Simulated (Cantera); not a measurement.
Input (Python, Cantera) and output of one run.

```python
import numpy as np
import cantera as ct

gas_names = """
    H H2 Hg
""".split()
cond_names = """
    Hg(cr) Hg(L)
""".split()


def load(file, names, dense=False):
    # The tables refer to 1 bar. Condensed volumes are neglected.
    table = {s.name: s for s in ct.Species.list_from_file(file)}
    out = []
    for n in names:
        d = dict(table[n].input_data)
        d["thermo"] = dict(d["thermo"], **{"reference-pressure": 1e5})
        if dense:
            d["equation-of-state"] = {"model": "constant-volume", "density": "1e6 g/cm^3"}
        out.append(ct.Species.from_dict(d))
    return out


gas = ct.Solution(thermo="ideal-gas", species=load("nasa_gas.yaml", gas_names))
cond = {s.name: ct.Solution(thermo="fixed-stoichiometry", species=[s], name=s.name)
        for s in load("nasa_condensed.yaml", cond_names, dense=True)}
atoms = {
    'Hg': {'Hg': 1},
    'H2': {'H': 2},
}
top_T = {}  # K; cautious upper limits of use, not melting points


def equilibrate(T, P, feed):
    n = {}
    for name, mol in feed.items():
        for a, k in atoms[name].items():
            n[a] = n.get(a, 0.0) + k * mol
    gas.TPX = T, P, n
    mass = sum(n.values()) * gas.mean_molecular_weight
    gas.equilibrate("TP")
    valid = [c for c in cond.values() if c.min_temp <= T <= top_T.get(c.name, c.max_temp)]
    mix = ct.Mixture([(gas, mass / gas.mean_molecular_weight)] + [(c, 0.0) for c in valid])
    mix.T, mix.P = T, P
    mix.equilibrate("TP", solver="vcs", rtol=1e-11, max_steps=5000)
    return mix


results = []
T = 923  # K
P = 170000  # Pa
for m in [0.13, 0.19, 0.28, 0.41, 0.6, 0.89, 1.3, 1.9, 2.9, 4.2, 6.3, 9.3, 14]:
    feed = {'Hg': 1, 'H2': m}  # mol
    mix = equilibrate(T, P, feed)
    results.append((T, P, feed, dict(zip(mix.species_names, mix.species_moles))))

top = {s: max(r[3][s] / sum(r[3][g] for g in gas_names) for r in results) for s in gas_names}
cols = sorted((s for s in top if top[s] > 1e-05), key=lambda s: -top[s])[:6]
seen = [c for c in cond_names if any(r[3].get(c, 0) > 1e-12 for r in results)]
print("log10 of partial pressures in bar; condensed amounts in mol")
print(f"{'n(H2)':>10s}" + "".join(f"{s[:9]:>10s}" for s in cols + seen))
for T, P, feed, n in results:
    ng = sum(n[g] for g in gas_names)
    print(f"{feed['H2']:10.4g}" + "".join(f"{np.log10(max(n[s] / ng * P / 1e5, 1e-99)):10.3f}" for s in cols)
          + "".join(f"{n.get(c, 0):10.4g}" for c in seen))
```

It prints:

```
log10 of partial pressures in bar; condensed amounts in mol
     n(H2)        H2        Hg
      0.13    -0.709     0.177
      0.19    -0.566     0.155
      0.28    -0.430     0.123
      0.41    -0.306     0.081
       0.6    -0.196     0.026
      0.89    -0.097    -0.046
       1.3    -0.017    -0.131
       1.9     0.047    -0.232
       2.9     0.102    -0.361
       4.2     0.138    -0.486
       6.3     0.166    -0.633
       9.3     0.186    -0.782
        14     0.200    -0.946
```

These are equilibrium values from Cantera (NASA tables, ideal gas, pure condensed phases), not measurements of a reactor.
